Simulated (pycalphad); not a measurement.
An equivalent pycalphad script:

```python
from pycalphad import Database, equilibrium, calculate, variables as v
import numpy as np
db = Database('COST507.tdb')
comps = ['SI', 'CU', 'VA']
phases = ['BCC_A2', 'CU19SI6_ETA', 'CU33SI7_DELTA', 'CU4SI_EPSILON', 'CU56SI11_GAMMA', 'DIAMOND_A4', 'FCC_A1', 'HCP_A3', 'LIQUID']
eq = equilibrium(db, comps, phases, {v.X('CU'): 0.0765, v.T: np.arange(1850, 499, -75), v.P: 101325, v.N: 1}, output=['HM', 'SM'])
```

Computed with pycalphad from the COST 507 light-alloy database (1999), at 1 atm. These are 1990s assessments: newer ones move some temperatures and phases. Phase fractions are per mole of atoms. Diffusion is slow at the low end, where real alloys seldom reach equilibrium.

Results at three of the temperatures:

```
T = 1625.00 K, P = 101325 Pa, N = 1 mol of atoms
G = -69973 J/mol, H = 65029 J/mol, S = 83.08 J/(mol K)  (SER reference)
chemical potentials (J/mol): Si -64412, Cu -137101
phase             fraction      x(Si)      x(Cu)
LIQUID              0.6902     0.8892     0.1108
DIAMOND_A4          0.3098     1.0000       none
```

```
T = 950.00 K, P = 101325 Pa, N = 1 mol of atoms
G = -29663 J/mol, H = 16007 J/mol, S = 48.07 J/(mol K)  (SER reference)
chemical potentials (J/mol): Si -28049, Cu -49144
phase             fraction      x(Si)      x(Cu)
DIAMOND_A4          0.8993     1.0000       none
CU19SI6_ETA         0.1007     0.2400     0.7600
```

```
T = 575.00 K, P = 101325 Pa, N = 1 mol of atoms
G = -13843 J/mol, H = 6520 J/mol, S = 35.41 J/(mol K)  (SER reference)
chemical potentials (J/mol): Si -12999, Cu -24034
phase             fraction      x(Si)      x(Cu)
DIAMOND_A4          0.8993     1.0000       none
CU19SI6_ETA         0.1007     0.2400     0.7600
```

Changes of the phase set, refined by bisection:

| T (K) | phases above | phases below |
|---|---|---|
| 1646.1 | liquid | diamond (Si) + liquid |
| 1073.7 | diamond (Si) + liquid | CU19SI6_ETA + diamond (Si) |

Database names, with the compositions (at.%) that they take in these runs: CU19SI6_ETA: Cu 76 Si 24. DIAMOND_A4 is diamond (Si). An entry "none" or "no" means that the model of the phase leaves that element out. The hcp model here describes the intermediate κ phase of Cu-Si.
